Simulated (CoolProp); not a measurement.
Vapour-liquid equilibrium of R22 (1) + R11 (2) at 278 K; x and y are mole fractions of (1).

The numbers come from the multi-fluid Helmholtz-energy mixture model, Kamei 1995 and Jacobsen 1992; pair parameters Bell 2016 in CoolProp.

| x | bubble pressure, mixture model (MPa) | bubble pressure, Raoult's law (MPa) | y, mixture model | y, Raoult's law |
|---|---|---|---|---|
| 0.05 | 0.09150 | 0.07590 | 0.479 | 0.383 |
| 0.2 | 0.1964 | 0.1557 | 0.782 | 0.747 |
| 0.35 | 0.2786 | 0.2355 | 0.865 | 0.864 |
| 0.5 | 0.3485 | 0.3153 | 0.908 | 0.922 |
| 0.65 | 0.4139 | 0.3951 | 0.939 | 0.956 |
| 0.8 | 0.4809 | 0.4750 | 0.965 | 0.979 |
| 0.95 | 0.5545 | 0.5548 | 0.991 | 0.996 |

The largest gap from Raoult's law is +26.1 % in bubble pressure, at x = 0.2. No azeotrope shows between x = 0.05 and 0.95.

The pair parameters rest on a limited set of measurements; away from them the model extrapolates.
